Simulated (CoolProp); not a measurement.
A Linde-Hampson liquefier for CF4 (R14): isothermal reversible compression at 300 K from 1 atm to 25 MPa, throttling to 1 atm, return gas leaving the recuperator 2 K below the feed. Each further row changes one setting.

Values from CoolProp's reference Helmholtz-energy equation of state, Platzer 1990. This equation is an older, rougher fit; its heat capacities, sound speeds and derivatives of the liquid may be far off and weren't checked against measurements.

| case | liquid yield per pass | compression work (kJ/kg of gas) |
|---|---|---|
| as stated | 0.283 | 140 |
| high pressure 50 MPa | 0.284 | 163 |
| warm-end temperature 330 K | 0.217 | 160 |
| warm-end gap 7 K | 0.271 | 140 |
